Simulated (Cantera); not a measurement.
Feed: 1 mol Si(CH3)4, 0.0068 mol C3H8, 9.1 mol H2, 0.044 mol CH4, equilibrated at 1625 K and 81.0 mbar.

Equilibrium computed with Cantera from the NASA thermochemical tables; the gas is ideal and each condensed phase is pure. Candidate condensed phases: C, C6H6, C7H8, C8H18, Si, SiC; 87 gas species. Rates play no part.

Base state: H2 1.000, H 0.000248, CH4 0.000119, C2H2 (acetylene) 3.55e-5 (mole fractions); condensed: C(graphite) + SiC(s).

### Question
What changes in the equilibrium state with this change: temperature from 1625 K to 1898.15 K?

### Answer
```csv
species,before,after
H2,1.000,0.997
H,0.000248,0.00275
C2H2 (acetylene),3.55e-5,0.000375
CH4,0.000119,4.55e-5
"C(graphite), mol",3.06,3.05
"SiC(s), mol",1.000,1.000
```
